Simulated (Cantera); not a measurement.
A freely propagating, adiabatic, planar premixed flame of CO : H2 : CH4 : O2 : N2 = 1 : 0.065 : 0.053 : 0.58 : 2.18 (molar parts), unburnt at 425 K and 100.0 Torr; mixture-averaged transport, grid criteria slope 0.08 and curve 0.16, no radiation.

Model: GRI-Mech 3.0 (53 species, 325 reactions), integrated in Cantera. Burning velocities carry a grid error of a few per cent, more on coarse grids.

Predict: laminar burning velocity; thermal thickness; peak x(CH2).


```
Property                     Value
------------------------  --------
laminar burning velocity  126 cm/s
thermal thickness          5.66 mm
peak x(CH2)                3.56e-7
```
